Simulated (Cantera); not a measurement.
A Cantera script and what it prints.

```python
import numpy as np
import cantera as ct

gas_names = """
    CL CL2 H HCL H2 N NH NH2 NH3 N2 N2H2 N2H4 Si SiCL SiCL2 SiCL3 SiCL4 SiH SiHCL3 SiH2 SiH2CL2 SiH3
    SiH3CL SiH4 SiN Si2 Si2N Si3
""".split()
cond_names = """
    NH4CL(a) NH4CL(b) Si(cr) Si(L) Si3N4(a)
""".split()


# ... load() reads the species with a 1 bar reference pressure and builds the phases ...
atoms = {
    'SiHCl3': {'Si': 1, 'H': 1, 'CL': 3},
    'N2': {'N': 2},
}
top_T = {'Si3N4(a)': 2400}  # K; cautious upper limits of use, not melting points


# ... equilibrate(T, P, feed) seeds the gas with the atoms and calls Mixture.equilibrate('TP', solver="vcs", rtol=1e-11, max_steps=5000) ...
results = []
feed = {'SiHCl3': 1, 'N2': 73}  # mol
T = 1248.15  # K
P = 46  # Pa
mix = equilibrate(T, P, feed)
results.append((T, P, feed, dict(zip(mix.species_names, mix.species_moles))))
x = sorted(zip(gas.X, gas.species_names), reverse=True)
print(f"T = {T:g} K  P = {P:g} Pa  gas = {mix.phase_moles(0):.4g} mol")
print("   x: " + "  ".join(f"{s} {v:.3e}" for v, s in x if v > 0.001))
print("   condensed (mol): " + ("  ".join(f"{mix.phase(i).name} {mix.phase_moles(i):.4g}"
      for i in range(1, mix.n_phases) if mix.phase_moles(i) > 1e-12) or "none"))
```

Output:

```
T = 1248.15 K  P = 46 Pa  gas = 74.55 mol
   x: N2 9.769e-01  HCL 1.279e-02  SiCL2 5.465e-03  SiCL4 2.995e-03  SiCL3 1.507e-03
   condensed (mol): Si3N4(a) 0.08559
```

These are equilibrium values from Cantera (NASA tables, ideal gas, pure condensed phases), not measurements of a reactor. N2 is the only nitrogen source here; it is nearly inert below about 1500 K, so the nitride shown seldom forms there in practice. The tables' values for SiCl3 are old estimates; treat these amounts as uncertain.
